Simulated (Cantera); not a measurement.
Standard-state values (1 bar) from the NASA 1993 polynomials, evaluated with Cantera. Values are per mole of reaction as written; species without (g) are pure solids or liquids, kept so even where they would boil at 1 bar.

Q: Between 300 and 2250 K, where is each reaction favourable under standard conditions?
- Si + 2 Cl(g) ⇌ SiCl2(g)
- Si + Cl2(g) ⇌ SiCl2(g)
- SiCl2(g) ⇌ Si(g) + 2 Cl(g)

A: 
- Si + 2 Cl(g) ⇌ SiCl2(g): ΔG° is -391 kJ at 300 K and -207 kJ at 2250 K; it stays negative (K > 1). ΔH° is -487 kJ and ΔS° -125 J/K at 2250 K.
- Si + Cl2(g) ⇌ SiCl2(g): ΔG° is -180 kJ at 300 K and -227 kJ at 2250 K; it stays negative (K > 1). ΔH° is -232 kJ and ΔS° -2 J/K at 2250 K.
- SiCl2(g) ⇌ Si(g) + 2 Cl(g): ΔG° is 796 kJ at 300 K and 346 kJ at 2250 K; it stays positive (K < 1). ΔH° is 877 kJ and ΔS° 236 J/K at 2250 K.
